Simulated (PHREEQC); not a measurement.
**Hard or scaling water: speciation**

Dissolve 0.14 mol CaCl2, 3.2e-05 mol Na2SO4 and 0.00028 mol MgSO4 per kg of water at 29 °C. Closed to the air; pH follows from the charge balance.

Equilibrium calculation in PHREEQC: Pitzer model, pitzer.dat.

Each row changes one thing in this solution. Precipitation was switched off in this run.

```json
[
 {"case": "as made", "HSO4- (mol/kgw)": "5.43e-10", "SI of Gypsum (CaSO4:2H2O)": "-1.46", "SI of Halite (NaCl)": "-6.65"},
 {"case": "MgSO4 left out", "HSO4- (mol/kgw)": "…", "SI of Gypsum (CaSO4:2H2O)": "-2.44", "SI of Halite (NaCl)": "-6.65"},
 {"case": "diluted 100-fold with water", "HSO4- (mol/kgw)": "…", "SI of Gypsum (CaSO4:2H2O)": "-4.05", "SI of Halite (NaCl)": "-10.40"},
 {"case": "Na2SO4 from 3.2e-05 to 2.88e-05 mol/kgw", "HSO4- (mol/kgw)": "5.37e-10", "SI of Gypsum (CaSO4:2H2O)": "-1.46", "SI of Halite (NaCl)": "-6.70"},
 {"case": "temperature from 29 to 70 °C", "HSO4- (mol/kgw)": "4.79e-9", "SI of Gypsum (CaSO4:2H2O)": "-1.50", "SI of Halite (NaCl)": "-6.71"},
 {"case": "MgSO4 replaced by MgBr2 at the same molality", "HSO4- (mol/kgw)": "5.57e-11", "SI of Gypsum (CaSO4:2H2O)": "-2.44", "SI of Halite (NaCl)": "-6.65"},
 {"case": "temperature from 29 to 10 °C", "HSO4- (mol/kgw)": "1.68e-10", "SI of Gypsum (CaSO4:2H2O)": "-1.38", "SI of Halite (NaCl)": "…"}
]
```

**Question.** Some entries are withheld; supply them.

**Answer.** 
- MgSO4 left out, HSO4- (mol/kgw): 5.56e-11
- diluted 100-fold with water, HSO4- (mol/kgw): 2.81e-11
- temperature from 29 to 10 °C, SI of Halite (NaCl): -6.60

Complexes and solids missing from the database can't appear. Away from 25 °C the constants follow the database's enthalpies or fits; those with neither stay at their 25 °C values.
